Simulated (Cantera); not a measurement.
Charge: 1 mol n-butane, 5.1 mol H₂, equilibrated at 823 K and 0.0100 bar.

Method: chemical equilibrium by Gibbs-energy minimisation in Cantera with the NASA 1993 tables (ideal gas, pure condensed phases). The numbers say what is thermodynamically allowed, not how fast it happens.

```tsv
species	before	after
H₂	0.991	0.899
CH₄	0.00916	0.101
C(graphite), mol	3.91	3.08
```
Gas species are given as mole fractions.

**Question.** What was changed between the two runs?
(A) pressure from 0.0100 bar to 6.10 bar
(B) pressure from 0.0100 bar to 0.133 bar
(C) pressure from 0.0100 bar to 0.000630 bar
(D) pressure from 0.0100 bar to 1 atm

**Answer.** B, pressure from 0.0100 bar to 0.133 bar
